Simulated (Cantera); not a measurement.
Mixture: CH₄ : O₂ : N₂ = 1 : 1.33 : 5.01 (molar parts), equivalence ratio 1.5, at 23.7 atm, adiabatic and at constant pressure. Ignition delay is the time to a rise of 400 K.

Computed with Cantera and GRI-Mech 3.0 (53 species, 325 reactions). The pressure lies above the range GRI-Mech 3.0 was tuned for (to about 10 atm).

What does this change do: N2 5.01 to 6.3 parts?


| quantity | before | after |
|---|---|---|
| delay at 1125 K | 5.46 ms | 6.56 ms |
| delay at 1225 K | 1.59 ms | 1.94 ms |
| delay at 1325 K | 0.537 ms | 0.664 ms |
| delay at 1425 K | 0.200 ms | 0.249 ms |
| delay at 1525 K | 80.0 µs | 99.8 µs |
| delay at 1625 K | 33.9 µs | 42.0 µs |
| apparent activation energy between 1425 and 1625 K | 170 kJ/mol | 170 kJ/mol |

What does this change do: CH4 1 to 0.35 parts?


```csv
quantity,before,after
delay at 1125 K,5.46 ms,4.04 ms
delay at 1225 K,1.59 ms,1.10 ms
delay at 1325 K,0.537 ms,0.363 ms
delay at 1425 K,0.200 ms,0.137 ms
delay at 1525 K,80.0 µs,56.7 µs
delay at 1625 K,33.9 µs,25.6 µs
apparent activation energy between 1425 and 1625 K,170 kJ/mol,160 kJ/mol
```
